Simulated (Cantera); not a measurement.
Charge: 1 mol PH3, 2.8 mol H2, 1.6 mol O2, equilibrated at 28.0 Pa.

Equilibrium computed with Cantera from the NASA thermochemical tables; the gas is ideal and each condensed phase is pure. Candidate condensed phases: H2O, P, P4O10; 17 gas species. Gases not in the tables: HPO2, HPO3 and P4O6. Rates play no part.

Question: At 2100 K, list the 5 most abundant gas species with their mole fractions, and the condensed phases.

Answer: H2 0.404, H2O 0.289, H 0.118, PO 0.0910, PO2 0.0849. Condensed: gas only.
